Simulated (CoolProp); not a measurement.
Vapour-liquid equilibrium of propylene (1) + R142b (2) at 0.0684 MPa; x and y are mole fractions of (1).

Values from CoolProp's multi-fluid Helmholtz-energy mixture model, Lemmon 2013 and Lemmon 2006; pair parameters Bell 2016.

Give the bubble temperature and the first vapour's composition at x = 0.125, 0.2, 0.275. Is there an azeotrope?

x = 0.125: 243.8 K, y = 0.466; x = 0.2: 238.8 K, y = 0.616; x = 0.275: 234.8 K, y = 0.715. No azeotrope shows between x = 0.05 and 0.95.

The pair parameters rest on a limited set of measurements; away from them the model extrapolates.
